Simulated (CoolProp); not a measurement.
Vapour-liquid equilibrium of CH2F2 (R32) (1) + R142b (2) at 239.5 K; x and y are mole fractions of (1).

Model: multi-fluid Helmholtz-energy mixture model, Tillner-Roth 1997 and Lemmon 2006; pair parameters Bell 2016, in CoolProp.

| x | bubble pressure, mixture model (MPa) | bubble pressure, Raoult's law (MPa) | y, mixture model | y, Raoult's law |
|---|---|---|---|---|
| 0.05 | 0.04672 | 0.04332 | 0.318 | 0.271 |
| 0.125 | 0.06722 | 0.05842 | 0.558 | 0.502 |
| 0.2 | 0.08734 | 0.07352 | 0.685 | 0.638 |
| 0.275 | 0.1064 | 0.08862 | 0.762 | 0.728 |
| 0.35 | 0.1241 | 0.1037 | 0.813 | 0.792 |
| 0.425 | 0.1402 | 0.1188 | 0.849 | 0.839 |
| 0.5 | 0.1547 | 0.1339 | 0.876 | 0.876 |
| 0.575 | 0.1678 | 0.1490 | 0.898 | 0.905 |
| 0.65 | 0.1800 | 0.1641 | 0.916 | 0.929 |
| 0.725 | 0.1914 | 0.1792 | 0.933 | 0.949 |
| 0.8 | 0.2027 | 0.1943 | 0.949 | 0.966 |
| 0.875 | 0.2141 | 0.2094 | 0.966 | 0.980 |
| 0.95 | 0.2261 | 0.2245 | 0.985 | 0.993 |

The largest gap from Raoult's law is +20.1 % in bubble pressure, at x = 0.275. No azeotrope shows between x = 0.05 and 0.95.

Pair parameters are fitted to limited data, so mixtures are less certain than the pure fluids.
